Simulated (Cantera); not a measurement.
## Roasting and sulfation: FeS2 + SO2 + N2

A closed system holds: 1 mol FeS2, 0.063 mol SO2, 12 mol N2, at 75.0 Torr.

Method: chemical equilibrium by Gibbs-energy minimisation in Cantera with the NASA 1993 tables (ideal gas, pure condensed phases). Candidate condensed phases: Fe, FeO, FeS, FeSO4, FeS2, Fe2O3, Fe2(SO4)3, Fe3O4, S; 19 gas species. FeS: taken at fixed stoichiometry. The numbers say what is thermodynamically allowed, not how fast it happens.

At 1150 °C the condensed part is FeS(s). From 1225 °C to 1600 °C the condensed part is FeS(l).

```tsv
T (°C)	x N2	x S2	x SO2	x SO	x S	x Fe	n FeS(s)	n FeS(l)
1150	0.955	0.0396	0.00479	0.000279	9.99e-6	9.45e-9	1.00	0
1225	0.955	0.0395	0.00470	0.000461	2.50e-5	9.23e-8	0	1.000
1300	0.955	0.0395	0.00457	0.000723	5.74e-5	6.76e-7	0	1.000
1375	0.955	0.0393	0.00439	0.00108	0.000122	4.11e-6	0	1.000
1450	0.955	0.0392	0.00416	0.00154	0.000243	2.12e-5	0	1.000
1525	0.954	0.0389	0.00388	0.00212	0.000456	9.55e-5	0	0.999
1600	0.954	0.0387	0.00354	0.00279	0.000815	0.000379	0	0.995
```
x: gas mole fraction; n: condensed amount in mol.
